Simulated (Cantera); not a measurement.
Source: NASA polynomial tables (part measured, part estimated), evaluated in Cantera. Values are per mole of reaction as written; species without (g) are pure solids or liquids, kept so even where they would boil at 1 bar.

2 CsCl ⇌ 2 Cs(g) + Cl₂(g), with ΔH° = 1038.6 kJ and ΔS° = 371.7 J/K at 300 K.

**Question.** How far is the shortcut ΔG° ≈ ΔH°(300 K) − T·ΔS°(300 K) from the full temperature-dependent value at 600, 750, 900, 1050, 1200, 1350, 1500, 1650, 1800, 1950 K?

**Answer.** 
| T (K) | shortcut (kJ) | full (kJ) | difference (kJ) | difference in log10 K | condensed phases |
|---|---|---|---|---|---|
| 600 | 815.6 | 819.3 | -3.7 | 0.33 | CsCl(s) |
| 750 | 759.8 | 767.9 | -8.1 | 0.56 | CsCl(s) |
| 900 | 704.1 | 719.3 | -15.2 | 0.88 | CsCl(s) |
| 1050 | 648.3 | 676.7 | -28.4 | 1.41 | CsCl(l) |
| 1200 | 592.6 | 636.5 | -43.9 | 1.91 | CsCl(l) |
| 1350 | 536.8 | 597.6 | -60.8 | 2.35 | CsCl(l) |
| 1500 | 481.0 | 560.0 | -79.0 | 2.75 | CsCl(l) |
| 1650 | 425.3 | 523.6 | -98.3 | 3.11 | CsCl(l) |
| 1800 | 369.5 | 488.2 | -118.7 | 3.44 | CsCl(l) |
| 1950 | 313.8 | 453.7 | -140.0 | 3.75 | CsCl(l) |
The shortcut ignores heat capacities and the phase changes listed.
